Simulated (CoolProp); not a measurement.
A single-stage vapour-compression cycle with the fluid: evaporating at 227.15 K (dew point), condensing at 292.15 K (bubble point), superheat 10 K, subcooling 5 K, compressor efficiency 0.7, no pressure losses. The same conditions are run with several fluids, on thermodynamics alone (safety and materials aside).

Values from CoolProp's reference Helmholtz-energy equation of state of each fluid (R22: Kamei 1995; R125: Lemmon 2005; vinyl chloride: Thol 2022; R142b: Lemmon 2006; R410A: Lemmon 2003; R124: de Vries 1995). Blends and air are pseudo-pure fits.

**Question.** Rank R22, R125, vinyl chloride, R142b, R410A, R124 by cooling COP, highest first.

**Answer.** R142b (1.98), vinyl chloride (1.97), R124 (1.92), R22 (1.90), R410A (1.83), R125 (1.73)

```csv
fluid,pressure ratio,discharge temperature (K),refrigerating effect (kJ/kg),volumetric capacity (kJ/m³)
R22,11.2,383.2,175,620
R125,10.5,324.3,97.8,694
vinyl chloride,15.2,408.7,299,208
R142b,16.4,350.4,177,155
R410A,10.7,373.4,189,958
R124,16.8,333.2,124,163
```
